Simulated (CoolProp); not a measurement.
Model: reference Helmholtz-energy equation of state, Gao 2022, in CoolProp.

Problem. For n-perfluorobutane, give the phase and the Joule-Thomson coefficient (K/MPa), expansivity (1/kK) at 72.65 °C and 2.1 MPa.

Solution. 
- 72.65 °C and 2.1 MPa: liquid; Joule-Thomson coefficient 0.309, expansivity 4.34
